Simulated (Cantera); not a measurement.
Input: 1 mol borazine, 0.77 mol O2, equilibrated at 1448.15 K and 218 Torr.

These are equilibrium values from Cantera (NASA tables, ideal gas, pure condensed phases), not measurements of a reactor. Candidate condensed phases: B, BN, B2O3, B3O3H3, H2O; 39 gas species. The feed counts by its element totals alone. Mutual solubility and eutectic melting of coexisting phases are not modelled. Gases not in the tables: H3BO3. Kinetics and transport are ignored.

Base state: H2 0.851, N2 0.145, H2O 0.00236, HBO2 0.00136, HBO 0.000192, B2O3 2.49e-5, H 1.58e-5 (mole fractions); condensed: BN(s) + B2O3(l).

Task: What changes in the equilibrium state with this change: O2 from 0.77 to 0.12 mol?

Result: 
| species | before | after |
|---|---|---|
| H2 | 0.851 | 0.972 |
| N2 | 0.145 | 0.0253 |
| H2O | 0.00236 | 0.00150 |
| HBO2 | 0.00136 | 0.00108 |
| HBO | 0.000192 | 0.000274 |
| H | 1.58e-5 | 1.69e-5 |
| B2O3 | 2.49e-5 | 2.49e-5 |
| BN(s), mol | 1.98 | 2.84 |
| B2O3(l), mol | 0.507 | 0.0759 |
